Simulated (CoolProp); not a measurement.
Methane along the isobar 2.47 MPa: Z from the reference equation and from simpler models built on Tc = -82.6 °C, pc = 4.599 MPa, ω = 0.011; each cubic takes its own stable root.

Values from CoolProp's reference Helmholtz-energy equation of state, Setzmann 1991.

```csv
T (°C),phase,reference,van der Waals,Redlich-Kwong,Soave-Redlich-Kwong,Peng-Robinson
-84.65,gas,0.7798,(withheld),0.7786,0.7786,0.7594
-74.55,gas,0.8197,0.8335,0.8176,0.8177,0.7994
-64.35,gas,0.8499,0.8567,0.8475,0.8478,0.8303
-54.25,gas,0.8731,0.8754,0.8706,0.8713,0.8546
-44.05,gas,0.8918,0.8909,0.8894,0.8905,0.8745
-33.95,gas,0.9070,0.9038,0.9046,0.9061,0.8908
-23.75,gas,0.9196,0.9148,0.9174,0.9193,0.9046
-13.65,gas,0.9301,0.9241,0.9280,0.9302,0.9162
-3.45,gas,0.9391,0.9323,0.9370,0.9396,0.9262
6.65,gas,0.9468,0.9393,0.9447,0.9476,0.9347
16.85,gas,0.9534,0.9455,0.9514,0.9545,0.9422
26.95,gas,0.9591,0.9509,0.9571,(withheld),0.9486
37.15,gas,0.9641,0.9557,0.9621,(withheld),0.9544
47.25,gas,0.9685,(withheld),0.9665,0.9702,0.9593
57.45,gas,0.9723,0.9637,0.9703,0.9743,0.9638
67.55,gas,0.9757,0.9671,0.9737,0.9778,0.9677
```

Question: Complete the blanks.

Answer: 
- -84.65, van der Waals: 0.8042
- 26.95, Soave-Redlich-Kwong: 0.9605
- 37.15, Soave-Redlich-Kwong: 0.9657
- 47.25, van der Waals: 0.9599
